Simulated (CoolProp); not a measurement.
Vapour-liquid equilibrium of n-butane (1) + R245fa (2) at 100.15 °C; x and y are mole fractions of (1).

Values from CoolProp's multi-fluid Helmholtz-energy mixture model, Bücker 2006 and Akasaka 2015; pair parameters Bell 2016.

Q: Give the bubble pressure and the first vapour's composition at x = 0.05, 0.35, 0.5. Is there an azeotrope?

A: x = 0.05: 1407 kPa, y = 0.115; x = 0.35: 1870 kPa, y = 0.446; x = 0.5: 1947 kPa, y = 0.538. y crosses x between x = 0.5 and 0.65: the model has an azeotrope there.

The pair parameters rest on a limited set of measurements; away from them the model extrapolates.
